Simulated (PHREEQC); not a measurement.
A solution holds 0.0025 mol CuSO4, 0.0013 mol MgSO4 and 0.024 mol Na2SO4 per kg of water, at 25 °C. Closed to the air; pH follows from the charge balance.

Model: ion-association model, wateq4f.dat, run in PHREEQC.

This is a speciation only: nothing precipitates in the calculation.

**Question.** Order these S species by the share of S that they hold, largest first: MgSO4, CuSO4, SO4-2, NaSO4-.

**Answer.** SO4-2 (86 %), NaSO4- (8.0 %), CuSO4 (4.1 %), MgSO4 (2.3 %)

The pH is 5.43 and the ionic strength 0.0756 mol/kgw. Saturation is exceeded, for instance for Brochantite, Antlerite; the values hold only as long as no solid forms.
